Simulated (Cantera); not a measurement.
Input: 1 mol CH3SiH3, 0.38 mol HCl, 3.5 mol H2, at 17.0 mbar.

Cantera equilibrium calculation (NASA polynomials, part measured and part estimated; ideal gas, pure solids and liquids). Candidate condensed phases: C, C6H6, C7H8, C8H18, Si, SiC; 109 gas species. The feed counts by its element totals alone. Kinetics and transport are ignored.

Which condensed phases are stable at each of these points (T (°C)): 752, 852, 952, 1052, 1152, 1252, 1352, 1452, 1552?


```json
[
 {"T (°C)": "752", "condensed phases": "SiC(s)", "Si condensed (%)": "99.7"},
 {"T (°C)": "852", "condensed phases": "SiC(s)", "Si condensed (%)": "99.9"},
 {"T (°C)": "952", "condensed phases": "SiC(s)", "Si condensed (%)": "100.0"},
 {"T (°C)": "1052", "condensed phases": "SiC(s)", "Si condensed (%)": "100.0"},
 {"T (°C)": "1152", "condensed phases": "SiC(s)", "Si condensed (%)": "100.0"},
 {"T (°C)": "1252", "condensed phases": "C(graphite) + SiC(s)", "Si condensed (%)": "99.9"},
 {"T (°C)": "1352", "condensed phases": "C(graphite) + SiC(s)", "Si condensed (%)": "99.9"},
 {"T (°C)": "1452", "condensed phases": "SiC(s)", "Si condensed (%)": "99.9"},
 {"T (°C)": "1552", "condensed phases": "SiC(s)", "Si condensed (%)": "99.8"}
]
```

From 752 °C to 1152 °C the condensed part is SiC(s). From 1252 °C to 1352 °C the condensed part is C(graphite) + SiC(s). From 1452 °C to 1552 °C the condensed part is SiC(s).
